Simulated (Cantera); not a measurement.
A Cantera script and what it prints.

```python
import numpy as np
import cantera as ct

gas_names = """
    C CH CH2 CH3 CH2OH CH3O CH4 CH3OH CO COS CO2 COOH CS CS2 C2 C2H CHCO,ketyl C2H2,acetylene
    C2H2,vinylidene CH2CO,ketene C2H3,vinyl CH3CO,acetyl C2H4 C2H4O,ethylen CH3CHO,ethanal CH3COOH
    (HCOOH)2 C2H5 C2H6 CH3OCH3 C2H5OH C2O C3 C3H3,propargyl C3H4,allene C3H4,propyne C3H4,cyclo-
    C3H5,allyl C3H6,propylene C3H6,cyclo- C3H6O C3H7,n-propyl C3H7,i-propyl C3H8 C3H8O,1propanol
    C3H8O,2propanol C3O2 C4 C4H2 C4H4,1,3-cyclo- C4H6,butadiene C4H6,2-butyne C4H6,cyclo- C4H8,1-butene
    C4H8,cis2-buten C4H8,tr2-butene C4H8,isobutene C4H8,cyclo- (CH3COOH)2 C4H9,n-butyl C4H9,i-butyl
    C4H9,s-butyl C4H9,t-butyl C4H10,isobutane C4H10,n-butane C5 C5H6,1,3cyclo- C5H8,cyclo-
    C5H10,1-pentene C5H10,cyclo- C5H11,pentyl C5H11,t-pentyl C5H12,n-pentane C5H12,i-pentane
    CH3C(CH3)2CH3 C6H2 C6H5,phenyl C6H5O,phenoxy C6H6 C6H5OH,phenol C6H10,cyclo- C6H12,1-hexene
    C6H12,cyclo- C6H13,n-hexyl C7H7,benzyl C7H8 C7H8O,cresol C7H14,1-heptene C7H15,n-heptyl
    C7H16,n-heptane C8H8,styrene C8H10,ethylbenz C8H16,1-octene C8H17,n-octyl C8H18,isooctane
    C8H18,n-octane C9H19,n-nonyl C10H8,naphthale C10H21,n-decyl C12H9,o-bipheny C12H10,bipheny Fe FeC5O5
    FeO Fe(OH)2 H HCO HO2 H2 HCHO,formaldehy HCOOH H2O H2O2 H2S H2SO4 O OH O2 O3 S SH SO SO2 SO3 S2 S2O
    S8
""".split()
cond_names = """
    C(gr) C6H6(L) C7H8(L) C8H18(L),n-octa Fe(a) Fe(c) Fe(d) Fe(L) FeC5O5(L) FeO(s) FeO(L) Fe(OH)2(s)
    Fe(OH)3(s) FeS(a) FeS(b) FeS(c) FeS(L) FeSO4(s) FeS2(s) Fe2O3(s) Fe2S3O12(s) Fe3O4(s) H2O(s) H2O(L)
    H2SO4(L) S(cr1) S(cr2) S(L)
""".split()


def load(file, names, dense=False):
    # The tables refer to 1 bar. Condensed volumes are neglected.
    table = {s.name: s for s in ct.Species.list_from_file(file)}
    out = []
    for n in names:
        d = dict(table[n].input_data)
        d["thermo"] = dict(d["thermo"], **{"reference-pressure": 1e5})
        if dense:
            d["equation-of-state"] = {"model": "constant-volume", "density": "1e6 g/cm^3"}
        out.append(ct.Species.from_dict(d))
    return out


gas = ct.Solution(thermo="ideal-gas", species=load("nasa_gas.yaml", gas_names))
cond = {s.name: ct.Solution(thermo="fixed-stoichiometry", species=[s], name=s.name)
        for s in load("nasa_condensed.yaml", cond_names, dense=True)}
atoms = {
    'FeS': {'Fe': 1, 'S': 1},
    'H2S': {'H': 2, 'S': 1},
    'CO2': {'C': 1, 'O': 2},
}
top_T = {'C(gr)': 4500, 'FeSO4(s)': 950, 'FeS2(s)': 1010, 'Fe2O3(s)': 1830, 'Fe2S3O12(s)': 1100, 'Fe3O4(s)': 1870}  # K; cautious upper limits of use, not melting points


def equilibrate(T, P, feed):
    n = {}
    for name, mol in feed.items():
        for a, k in atoms[name].items():
            n[a] = n.get(a, 0.0) + k * mol
    gas.TPX = T, P, n
    mass = sum(n.values()) * gas.mean_molecular_weight
    gas.equilibrate("TP")
    valid = [c for c in cond.values() if c.min_temp <= T <= top_T.get(c.name, c.max_temp)]
    mix = ct.Mixture([(gas, mass / gas.mean_molecular_weight)] + [(c, 0.0) for c in valid])
    mix.T, mix.P = T, P
    mix.equilibrate("TP", solver="gibbs", rtol=1e-10, max_steps=50000)
    return mix


results = []
feed = {'FeS': 1, 'H2S': 0.12, 'CO2': 0.25}  # mol
P = 100000  # Pa
for T in [850, 925, 1000, 1075, 1150, 1225, 1300, 1375, 1450, 1525, 1600, 1675, 1750, 1825]:
    mix = equilibrate(T, P, feed)
    results.append((T, P, feed, dict(zip(mix.species_names, mix.species_moles))))

top = {s: max(r[3][s] / sum(r[3][g] for g in gas_names) for r in results) for s in gas_names}
cols = sorted((s for s in top if top[s] > 0.0001), key=lambda s: -top[s])[:5]
seen = [c for c in cond_names if any(r[3].get(c, 0) > 1e-12 for r in results)]
print("log10 of partial pressures in bar; condensed amounts in mol")
print(f"{'T/K':>10s}" + "".join(f"{s[:9]:>10s}" for s in cols + seen))
for T, P, feed, n in results:
    ng = sum(n[g] for g in gas_names)
    print(f"{T:10.4g}" + "".join(f"{np.log10(max(n[s] / ng * P / 1e5, 1e-99)):10.3f}" for s in cols)
          + "".join(f"{n.get(c, 0):10.4g}" for c in seen))
```

Output:

```
log10 of partial pressures in bar; condensed amounts in mol
       T/K       CO2        CO       H2S       H2O        S2    FeS(c)    FeS(L)   FeS2(s)
       850    -0.210    -1.548    -0.589    -1.237    -2.916    0.9874         0   0.01261
       925    -0.222    -1.564    -0.605    -1.190    -1.782         1         0         0
      1000    -0.241    -1.324    -0.652    -1.084    -1.548         1         0         0
      1075    -0.265    -1.142    -0.714    -0.990    -1.368         1         0         0
      1150    -0.292    -1.003    -0.792    -0.908    -1.233         1         0         0
      1225    -0.321    -0.898    -0.886    -0.842    -1.134         1         0         0
      1300    -0.350    -0.818    -0.992    -0.791    -1.064         1         0         0
      1375    -0.379    -0.754    -1.106    -0.754    -1.018         1         0         0
      1450    -0.409    -0.702    -1.223    -0.728    -0.990         1         0         0
      1525    -0.440    -0.656    -1.340    -0.712    -0.979         0         1         0
      1600    -0.472    -0.615    -1.451    -0.704    -0.980         0         1         0
      1675    -0.508    -0.577    -1.557    -0.702    -0.990         0         1         0
      1750    -0.545    -0.543    -1.656    -0.704    -1.008         0         1         0
      1825    -0.585    -0.513    -1.749    -0.709    -1.032         0         1         0
```

Method: chemical equilibrium by Gibbs-energy minimisation in Cantera with the NASA 1993 tables (ideal gas, pure condensed phases). FeS: taken at fixed stoichiometry. Gases not in the tables: S3 to S7.
